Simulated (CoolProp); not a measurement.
Properties of benzene along the isotherm 620 K.

Values from CoolProp's reference Helmholtz-energy equation of state, Thol 2012.

```tsv
p (MPa)	phase	isothermal compressibility (1/MPa)	expansivity (1/kK)
0.767	gas	1.358	1.846
1.53	gas	0.7128	2.135
2.3	gas	[?]	[?]
3.07	gas	0.3995	2.995
3.83	gas	0.3452	3.647
4.6	gas	0.3149	4.574
5.37	supercritical	0.3008	5.917
6.13	supercritical	0.2981	7.864
6.9	supercritical	0.3003	10.64
7.67	supercritical	0.2902	13.72
8.43	supercritical	0.2369	14.54
9.2	supercritical	0.1585	12.09
9.97	supercritical	0.1049	9.445
10.7	supercritical	0.07562	[?]
11.5	supercritical	0.05654	6.411
12.3	supercritical	0.04457	5.522
```

Problem. Complete the blanks.

Solution. 
- 2.3, isothermal compressibility (1/MPa): 0.5004
- 2.3, expansivity (1/kK): 2.507
- 10.7, expansivity (1/kK): 7.698
